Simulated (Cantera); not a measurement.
A closed system holds: 1 mol FeS2, a varied amount of O2, 0.056 mol CO2, 0.37 mol SO3, equilibrated at 1275 K and 0.0100 bar.

Method: chemical equilibrium by Gibbs-energy minimisation in Cantera with the NASA 1993 tables (ideal gas, pure condensed phases). Candidate condensed phases: C, Fe, Fe(CO)5, FeO, FeS, FeSO4, FeS2, Fe2O3, Fe2(SO4)3, Fe3O4, S; 25 gas species. Metal and sulfide melt together well below either melting point, which pure phases cannot show. Mutual solubility and eutectic melting of coexisting phases are not modelled. The tables' stoichiometric FeO is somewhat more stable than real wüstite, so its field is too wide. FeO, FeS: taken at fixed stoichiometry. Gases not in the tables: S3 to S7. Rates play no part.

**Question.** Which condensed phases are stable at each of these points (n(O2) (mol)): 1.1, 1.4, 1.8, 2.1, 2.4, 2.7, 3, 3.3, 3.6, 4, 4.3, 4.6, 4.9?

**Answer.** 
```csv
n(O2) (mol),condensed phases,Fe condensed (%)
1.1,FeO(s) + FeS(s),100.0
1.4,FeO(s) + FeS(s),100.0
1.8,FeO(s),100.0
2.1,Fe3O4(s),100.0
2.4,Fe3O4(s),100.0
2.7,Fe2O3(s),100.0
3,Fe2O3(s),100.0
3.3,Fe2O3(s),100.0
3.6,Fe2O3(s),100.0
4,Fe2O3(s),100.0
4.3,Fe2O3(s),100.0
4.6,Fe2O3(s),100.0
4.9,Fe2O3(s),100.0
```

From 1.1 mol O2 to 1.4 mol O2 the condensed part is FeO(s) + FeS(s). At 1.8 mol O2 the condensed part is FeO(s). From 2.1 mol O2 to 2.4 mol O2 the condensed part is Fe3O4(s). From 2.7 mol O2 to 4.9 mol O2 the condensed part is Fe2O3(s).
